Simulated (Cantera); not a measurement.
Charge: 1 mol KCl, 0.17 mol H2, held at 0.100 bar.

Equilibrium computed with Cantera from the NASA thermochemical tables; the gas is ideal and each condensed phase is pure. Candidate condensed phases: K, KCl; 10 gas species. The numbers say what is thermodynamically allowed, not how fast it happens.

x: gas mole fraction; n: condensed amount in mol.

```csv
T (K),x H2,x KCl,x K2Cl2,x HCl,n KCl(s),n KCl(l)
875,1.000,3.59e-5,9.37e-6,6.59e-8,1.000,0
975,0.999,0.000693,0.000262,1.27e-6,1.000,0
1075,0.990,?,?,?,0,0.998
1175,0.947,?,?,?,0,0.988
1275,0.788,0.150,0.0613,0.000373,0,0.941
1375,0.333,0.481,0.183,0.00111,0,0.567
1475,0.163,0.700,0.133,0.00209,0,0
```

Some entries are withheld; supply them.


- 1075, x KCl: 0.00684
- 1075, x K2Cl2: 0.00312
- 1075, x HCl: 1.34e-5
- 1175, x KCl: 0.0370
- 1175, x K2Cl2: 0.0162
- 1175, x HCl: 8.36e-5
